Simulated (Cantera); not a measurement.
A closed system holds: 1 mol Si, 10 mol HCl, 9.5 mol N2, held at 9.90 Pa.

Equilibrium computed with Cantera from the NASA thermochemical tables; the gas is ideal and each condensed phase is pure. Candidate condensed phases: NH4Cl, Si, Si3N4; 28 gas species. The tables' values for SiCl3 are old estimates; treat these amounts as uncertain. Equilibrium is a limit: real reactors are often held back by kinetics, nucleation or transport.

Problem. At 1398 K, list the 4 most abundant gas species with their mole fractions, and the condensed phases.

Solution. N2 0.489, HCl 0.404, H2 0.0552, SiCl2 0.0460. Condensed: gas only.
